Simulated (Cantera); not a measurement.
Input (Python, Cantera) and output of one run.

```python
import numpy as np
import cantera as ct

gas_names = [...]  # 96 gases of nasa_gas.yaml made of C, Cl, H, Ti
cond_names = """
    C(gr) C6H6(L) C7H8(L) C8H18(L),n-octa Ti(a) Ti(b) Ti(L) TiC(s) TiC(L) TiCL2(s) TiCL3(s) TiCL4(L)
""".split()


# ... load() reads the species with a 1 bar reference pressure and builds the phases ...
atoms = {
    'TiCl4': {'Ti': 1, 'CL': 4},
    'CH4': {'C': 1, 'H': 4},
}
top_T = {'C(gr)': 4500, 'TiCL2(s)': 1300, 'TiCL3(s)': 1000}  # K; cautious upper limits of use, not melting points


# ... equilibrate(T, P, feed) seeds the gas with the atoms and calls Mixture.equilibrate('TP', solver="vcs", rtol=1e-11, max_steps=5000) ...
results = []
feed = {'TiCl4': 1, 'CH4': 9.8}  # mol
P = 5100  # Pa
for T in [1225, 1300, 1375, 1450, 1525, 1600, 1675, 1750, 1825, 1900, 1975, 2050, 2125, 2200]:
    mix = equilibrate(T, P, feed)
    results.append((T, P, feed, dict(zip(mix.species_names, mix.species_moles))))

top = {s: max(r[3][s] / sum(r[3][g] for g in gas_names) for r in results) for s in gas_names}
cols = sorted((s for s in top if top[s] > 1e-05), key=lambda s: -top[s])[:6]
seen = [c for c in cond_names if any(r[3].get(c, 0) > 1e-12 for r in results)]
print("log10 of partial pressures in bar; condensed amounts in mol")
print(f"{'T/K':>10s}" + "".join(f"{s[:9]:>10s}" for s in cols + seen))
for T, P, feed, n in results:
    ng = sum(n[g] for g in gas_names)
    print(f"{T:10.4g}" + "".join(f"{np.log10(max(n[s] / ng * P / 1e5, 1e-99)):10.3f}" for s in cols)
          + "".join(f"{n.get(c, 0):10.4g}" for c in seen))
```

It prints:

```
log10 of partial pressures in bar; condensed amounts in mol
       T/K        H2       HCL         H        CL     TiCL4 C2H2,acet     C(gr)    TiC(s)
      1225    -1.376    -2.060    -7.194    -7.943    -3.916    -8.166     8.882    0.9086
      1300    -1.379    -2.043    -6.646    -7.384    -4.330    -7.618     8.844    0.9498
      1375    -1.380    -2.035    -6.155    -6.892    -4.730    -7.130     8.827    0.9696
      1450    -1.380    -2.032    -5.714    -6.455    -5.102    -6.692     8.818    0.9798
      1525    -1.381    -2.030    -5.316    -6.061    -5.441    -6.298     8.812    0.9856
      1600    -1.381    -2.028    -4.955    -5.704    -5.752    -5.942     8.809    0.9891
      1675    -1.381    -2.028    -4.626    -5.380    -6.035    -5.617     8.806    0.9913
      1750    -1.382    -2.028    -4.324    -5.083    -6.295    -5.321     8.803    0.9927
      1825    -1.382    -2.028    -4.047    -4.811    -6.535    -5.050     8.798    0.9936
      1900    -1.383    -2.029    -3.792    -4.560    -6.757    -4.801     8.792     0.994
      1975    -1.384    -2.030    -3.556    -4.328    -6.964    -4.572     8.783    0.9941
      2050    -1.386    -2.032    -3.337    -4.114    -7.159    -4.360     8.769    0.9938
      2125    -1.389    -2.036    -3.134    -3.916    -7.343    -4.165     8.748    0.9933
      2200    -1.393    -2.041    -2.946    -3.732    -7.519    -3.984     8.718    0.9924
```

Method: chemical equilibrium by Gibbs-energy minimisation in Cantera with the NASA 1993 tables (ideal gas, pure condensed phases). The tables' values for TiCl2 are old estimates; treat these amounts as uncertain. TiC: taken at fixed stoichiometry.
